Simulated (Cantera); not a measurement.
Charge: 1 mol PbO, 0.69 mol H₂, 0.02 mol O₂, equilibrated at 1.00 mbar.

Method: chemical equilibrium by Gibbs-energy minimisation in Cantera with the NASA 1993 tables (ideal gas, pure condensed phases). Candidate condensed phases: H₂O, Pb, PbO, PbO₂, Pb₃O₄; 12 gas species. Each liquid is taken as pure. Mutual solubility and eutectic melting of coexisting phases are not modelled. Equilibrium is a limit: real reactors are often held back by kinetics, nucleation or transport.

### Question
At 902 °C, list the 5 most abundant gas species with their mole fractions, and the condensed phases.

### Answer
H₂O 0.524, Pb 0.435, PbO 0.0403, H₂ 0.000141, Pb₂ 1.25e-5. Condensed: Pb(l) + PbO(l).
